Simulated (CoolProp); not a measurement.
Properties of dimethyl carbonate along the isobar 0.98 MPa.

Values from CoolProp's reference Helmholtz-energy equation of state, Zhou 2011.

```json
[
 {"T (K)": "368.9", "phase": "liquid", "density (kg/m³)": "967.3", "cp (kJ/(kg K))": "1.970", "isothermal compressibility (1/MPa)": "0.001638", "expansivity (1/kK)": "1.488", "fugacity coefficient": "0.1226"},
 {"T (K)": "384.1", "phase": "liquid", "density (kg/m³)": "945.1", "cp (kJ/(kg K))": "2.011", "isothermal compressibility (1/MPa)": "0.001901", "expansivity (1/kK)": "1.570", "fugacity coefficient": "0.1885"},
 {"T (K)": "399.2", "phase": "liquid", "density (kg/m³)": "922.3", "cp (kJ/(kg K))": "2.054", "isothermal compressibility (1/MPa)": "0.002224", "expansivity (1/kK)": "1.667", "fugacity coefficient": "0.2772"},
 {"T (K)": "414.4", "phase": "liquid", "density (kg/m³)": "898.4", "cp (kJ/(kg K))": "2.101", "isothermal compressibility (1/MPa)": "0.002634", "expansivity (1/kK)": "1.786", "fugacity coefficient": "0.3934"},
 {"T (K)": "429.5", "phase": "liquid", "density (kg/m³)": "873.6", "cp (kJ/(kg K))": "2.152", "isothermal compressibility (1/MPa)": "0.003161", "expansivity (1/kK)": "1.933", "fugacity coefficient": "0.5389"},
 {"T (K)": "444.7", "phase": "liquid", "density (kg/m³)": "847.1", "cp (kJ/(kg K))": "2.210", "isothermal compressibility (1/MPa)": "0.003875", "expansivity (1/kK)": "2.125", "fugacity coefficient": "0.7179"},
 {"T (K)": "459.8", "phase": "gas", "density (kg/m³)": "27.02", "cp (kJ/(kg K))": "1.718", "isothermal compressibility (1/MPa)": "1.225", "expansivity (1/kK)": "3.630", "fugacity coefficient": "0.8736"},
 {"T (K)": "475", "phase": "gas", "density (kg/m³)": "25.64", "cp (kJ/(kg K))": "1.729", "isothermal compressibility (1/MPa)": "1.192", "expansivity (1/kK)": "3.283", "fugacity coefficient": "0.8863"},
 {"T (K)": "490.2", "phase": "gas", "density (kg/m³)": "24.45", "cp (kJ/(kg K))": "1.745", "isothermal compressibility (1/MPa)": "1.167", "expansivity (1/kK)": "3.013", "fugacity coefficient": "0.8973"},
 {"T (K)": "505.3", "phase": "gas", "density (kg/m³)": "23.40", "cp (kJ/(kg K))": "1.763", "isothermal compressibility (1/MPa)": "1.148", "expansivity (1/kK)": "2.796", "fugacity coefficient": "0.9069"},
 {"T (K)": "520.5", "phase": "gas", "density (kg/m³)": "22.46", "cp (kJ/(kg K))": "1.784", "isothermal compressibility (1/MPa)": "1.132", "expansivity (1/kK)": "2.617", "fugacity coefficient": "0.9154"},
 {"T (K)": "535.6", "phase": "gas", "density (kg/m³)": "21.61", "cp (kJ/(kg K))": "1.805", "isothermal compressibility (1/MPa)": "1.119", "expansivity (1/kK)": "2.466", "fugacity coefficient": "0.9229"},
 {"T (K)": "550.8", "phase": "gas", "density (kg/m³)": "20.84", "cp (kJ/(kg K))": "1.826", "isothermal compressibility (1/MPa)": "1.108", "expansivity (1/kK)": "2.335", "fugacity coefficient": "0.9295"},
 {"T (K)": "566", "phase": "gas", "density (kg/m³)": "20.13", "cp (kJ/(kg K))": "1.848", "isothermal compressibility (1/MPa)": "1.098", "expansivity (1/kK)": "2.222", "fugacity coefficient": "0.9355"},
 {"T (K)": "581.1", "phase": "gas", "density (kg/m³)": "19.48", "cp (kJ/(kg K))": "1.870", "isothermal compressibility (1/MPa)": "1.090", "expansivity (1/kK)": "2.122", "fugacity coefficient": "0.9408"},
 {"T (K)": "596.3", "phase": "gas", "density (kg/m³)": "18.87", "cp (kJ/(kg K))": "1.891", "isothermal compressibility (1/MPa)": "1.084", "expansivity (1/kK)": "2.033", "fugacity coefficient": "0.9457"}
]
```
